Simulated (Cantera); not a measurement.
Standard-state values (1 bar) from the NASA 1993 polynomials, evaluated with Cantera. Values are per mole of reaction as written; species without (g) are pure solids or liquids, kept so even where they would boil at 1 bar.

2 HBr(g) + Ba(OH)2 → 2 H(g) + BaBr2 + 2 OH(g)

```tsv
T (K)	ΔH° (kJ)	ΔS° (J/K)	ΔG° (kJ)	log10 K
1648	(withheld)	(withheld)	(withheld)	(withheld)
1698	(withheld)	(withheld)	(withheld)	(withheld)
1748	789.6	245.3	360.8	-10.78
1798	789.7	245.4	348.5	-10.13
1848	(withheld)	(withheld)	(withheld)	(withheld)
1898	789.9	245.5	324.0	-8.92
1948	(withheld)	(withheld)	(withheld)	(withheld)
```

**Question.** Fill in the missing entries.

**Answer.** 
- 1648, ΔH° (kJ): 789.4
- 1648, ΔS° (J/K): 245.2
- 1648, ΔG° (kJ): 385.3
- 1648, log10 K: -12.21
- 1698, ΔH° (kJ): 789.5
- 1698, ΔS° (J/K): 245.2
- 1698, ΔG° (kJ): 373.1
- 1698, log10 K: -11.48
- 1848, ΔH° (kJ): 789.8
- 1848, ΔS° (J/K): 245.4
- 1848, ΔG° (kJ): 336.3
- 1848, log10 K: -9.50
- 1948, ΔH° (kJ): 790.1
- 1948, ΔS° (J/K): 245.6
- 1948, ΔG° (kJ): 311.7
- 1948, log10 K: -8.36
